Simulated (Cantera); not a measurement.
A closed system holds: 1 mol CCl4, 2 mol HCl, 2.8 mol H2, held at 750 K and 0.0150 bar.

These are equilibrium values from Cantera (NASA tables, ideal gas, pure condensed phases), not measurements of a reactor. Candidate condensed phases: C, C6H6, C7H8, C8H18; 91 gas species. Equilibrium is a limit: real reactors are often held back by kinetics, nucleation or transport.

**Question.** What is the equilibrium state?

**Answer.** 
- x(HCl): 0.883
- x(H2): 0.116
- x(CH4): 0.000649
- n(C(graphite)): 0.996 mol
- gas amount: 6.796 mol
